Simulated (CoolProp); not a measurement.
Vapour-liquid equilibrium of hydrogen sulfide (1) + n-hexane (2) at 70.75 °C; x and y are mole fractions of (1).

Computed with CoolProp (multi-fluid Helmholtz-energy mixture model, Lemmon 2006 and Thol 2019; pair parameters Kunz 2012).

| x | bubble pressure (kPa) | y at the bubble point | dew pressure at overall composition x (kPa) | liquid density (mol/L) |
|---|---|---|---|---|
| 0.05 | 341.2 | 0.677 | 113.9 | 7.068 |
| 0.15 | 869.2 | 0.871 | 127.8 | 7.198 |
| 0.25 | 1393 | 0.918 | 145.5 | 7.534 |
| 0.35 | 1873 | 0.939 | 168.5 | 8.063 |
| 0.45 | 2317 | 0.951 | 199.7 | 8.796 |
| 0.55 | 2754 | 0.959 | 244.5 | 9.767 |
| 0.65 | 3214 | 0.967 | 315.0 | 11.02 |
| 0.75 | 3722 | 0.975 | 442.1 | 12.64 |
| 0.85 | 4296 | 0.983 | 743.2 | 14.67 |
| 0.95 | 4963 | 0.993 | 2292 | 17.17 |

No azeotrope shows between x = 0.05 and 0.95.

Pair parameters are fitted to limited data, so mixtures are less certain than the pure fluids.
